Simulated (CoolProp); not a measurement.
Vapour-liquid equilibrium of CHF3 (R23) (1) + R134a (2) at -48.85 °C; x and y are mole fractions of (1).

Values from CoolProp's multi-fluid Helmholtz-energy mixture model, Penoncello 2003 and Tillner-Roth 1994; pair parameters Bell 2016.

| x | bubble pressure, mixture model (kPa) | bubble pressure, Raoult's law (kPa) | y, mixture model | y, Raoult's law |
|---|---|---|---|---|
| 0.05 | 52.80 | 54.99 | 0.426 | 0.456 |
| 0.125 | 84.76 | 90.27 | 0.665 | 0.695 |
| 0.2 | 116.9 | 125.5 | 0.774 | 0.799 |
| 0.275 | 149.6 | 160.8 | 0.837 | 0.858 |
| 0.35 | 182.8 | 196.1 | 0.878 | 0.896 |
| 0.425 | 216.7 | 231.4 | 0.907 | 0.922 |
| 0.5 | 251.4 | 266.6 | 0.929 | 0.941 |
| 0.575 | 286.9 | 301.9 | 0.946 | 0.956 |
| 0.65 | 323.2 | 337.2 | 0.960 | 0.967 |
| 0.725 | 360.2 | 372.5 | 0.971 | 0.977 |
| 0.8 | 397.9 | 407.7 | 0.981 | 0.985 |
| 0.875 | 436.3 | 443.0 | 0.989 | 0.991 |
| 0.95 | 475.3 | 478.3 | 0.996 | 0.997 |

The largest gap from Raoult's law is -7.0 % in bubble pressure, at x = 0.275. No azeotrope shows between x = 0.05 and 0.95.

The pair parameters rest on a limited set of measurements; away from them the model extrapolates.
